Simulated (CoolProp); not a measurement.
Vapour pressure (kPa) of n-perfluorohexane: the reference equation beside estimates from Tc = 174.9 °C, pc = 1742 kPa, ω = 0.497. Clausius-Clapeyron is anchored at -10.15 °C with a constant enthalpy of vaporisation of 34.44 kJ/mol.

The numbers come from the reference Helmholtz-energy equation of state, Gao 2022 in CoolProp.

```json
[
 {"T (°C)": "-44.05", "reference": "0.4221", "Lee-Kesler": "0.4332", "Clausius-Clapeyron": "0.4696", "Redlich-Kwong": "5.345", "Soave-Redlich-Kwong": "0.4388", "Peng-Robinson": "0.4957"},
 {"T (°C)": "-32.75", "reference": "1.048", "Lee-Kesler": "1.060", "Clausius-Clapeyron": "1.098", "Redlich-Kwong": "9.948", "Soave-Redlich-Kwong": "1.071", "Peng-Robinson": "1.181"},
 {"T (°C)": "-21.45", "reference": "2.349", "Lee-Kesler": "2.356", "Clausius-Clapeyron": "2.381", "Redlich-Kwong": "17.27", "Soave-Redlich-Kwong": "2.375", "Peng-Robinson": "2.563"},
 {"T (°C)": "-10.15", "reference": "4.828", "Lee-Kesler": "4.818", "Clausius-Clapeyron": "4.828", "Redlich-Kwong": "28.25", "Soave-Redlich-Kwong": "4.845", "Peng-Robinson": "5.136"},
 {"T (°C)": "1.15", "reference": "9.207", "Lee-Kesler": "9.171", "Clausius-Clapeyron": "9.236", "Redlich-Kwong": "43.98", "Soave-Redlich-Kwong": "9.200", "Peng-Robinson": "9.610"},
 {"T (°C)": "12.45", "reference": "16.46", "Lee-Kesler": "16.40", "Clausius-Clapeyron": "16.79", "Redlich-Kwong": "65.58", "Soave-Redlich-Kwong": "16.42", "Peng-Robinson": "16.94"},
 {"T (°C)": "23.85", "reference": "27.96", "Lee-Kesler": "27.88", "Clausius-Clapeyron": "29.29", "Redlich-Kwong": "94.56", "Soave-Redlich-Kwong": "27.88", "Peng-Robinson": "28.46"},
 {"T (°C)": "35.15", "reference": "45.03", "Lee-Kesler": "44.98", "Clausius-Clapeyron": "48.83", "Redlich-Kwong": "131.7", "Soave-Redlich-Kwong": "44.95", "Peng-Robinson": "45.51"},
 {"T (°C)": "46.45", "reference": "69.53", "Lee-Kesler": "69.57", "Clausius-Clapeyron": "78.52", "Redlich-Kwong": "178.3", "Soave-Redlich-Kwong": "69.57", "Peng-Robinson": "69.94"},
 {"T (°C)": "57.75", "reference": "103.5", "Lee-Kesler": "103.7", "Clausius-Clapeyron": "122.2", "Redlich-Kwong": "235.8", "Soave-Redlich-Kwong": "103.9", "Peng-Robinson": "103.8"},
 {"T (°C)": "69.05", "reference": "149.2", "Lee-Kesler": "149.7", "Clausius-Clapeyron": "184.8", "Redlich-Kwong": "305.3", "Soave-Redlich-Kwong": "150.2", "Peng-Robinson": "149.5"},
 {"T (°C)": "80.35", "reference": "209.0", "Lee-Kesler": "210.0", "Clausius-Clapeyron": "272.1", "Redlich-Kwong": "388.1", "Soave-Redlich-Kwong": "211.3", "Peng-Robinson": "209.7"}
]
```

Absolute difference from the reference over all 12 rows, mean and median: Lee-Kesler 0.5 and 0.3 %, Clausius-Clapeyron 9.8 and 6.6 %, Redlich-Kwong 393.1 and 268.3 %, Soave-Redlich-Kwong 0.9 and 0.4 %, Peng-Robinson 4.8 and 2.4 %.
